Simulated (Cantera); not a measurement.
Charge: 1 mol SiF4, 1.8 mol NH3, 87 mol N2, at 1000 °C and 0.133 bar.

Method: chemical equilibrium by Gibbs-energy minimisation in Cantera with the NASA 1993 tables (ideal gas, pure condensed phases). Candidate condensed phases: Si, Si3N4; 37 gas species. The tables' values for SiF3 are old estimates; treat these amounts as uncertain. Kinetics and transport are ignored.

Base state: N2 0.959, H2 0.0292, SiF4 0.0107, HF 0.000486, SiF3 9.30e-5, SiHF3 4.60e-5 (mole fractions); condensed: Si3N4(s).

Task: What changes in the equilibrium state with this change: SiF4 replaced by trisilylamine?

Result: 
```json
[
 {"species": "N2", "before": "0.959", "after": "0.923"},
 {"species": "H2", "before": "0.0292", "after": "0.0769"},
 {"species": "SiF4", "before": "0.0107", "after": "0"},
 {"species": "HF", "before": "0.000486", "after": "0"},
 {"species": "SiF3", "before": "9.30e-5", "after": "0"},
 {"species": "Si3N4(s), mol", "before": "0.00264", "after": "1.00"}
]
```
The feed counts by its element totals alone.

Task: What changes in the equilibrium state with this change: NH3 from 1.8 to 11 mol?

Result: 
```json
[
 {"species": "N2", "before": "0.959", "after": "0.841"},
 {"species": "H2", "before": "0.0292", "after": "0.149"},
 {"species": "SiF4", "before": "0.0107", "after": "0.00870"},
 {"species": "HF", "before": "0.000486", "after": "0.00102"},
 {"species": "SiHF3", "before": "4.60e-5", "after": "9.11e-5"},
 {"species": "Si3N4(s), mol", "before": "0.00264", "after": "0.00777"}
]
```
